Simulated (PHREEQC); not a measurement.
A made-up water analysis in mg/kgw, 25 °C, pH 2.34, pe 11.4: Na 105; K 0.0202; Ca 84.1; Mg 10.8; Cl 13.1; S(6) as SO4 887; Zn 0.584; Mn(2) 0.501.

Na is adjusted to close the charge balance.
Valence states are taken as typed.

Computed with PHREEQC (ion-association model, phreeqc.dat).

Precipitation was switched off in this run.

Estimate the ionic strength, specific conductance.

ionic strength 0.0237 mol/kgw; specific conductance 3070 µS/cm.

In which forms is Zn present?

Zn+2 67 %, ZnSO4 32 %, Zn(SO4)2-2 1.7 % of the Zn.

Species that the database lacks are ignored.
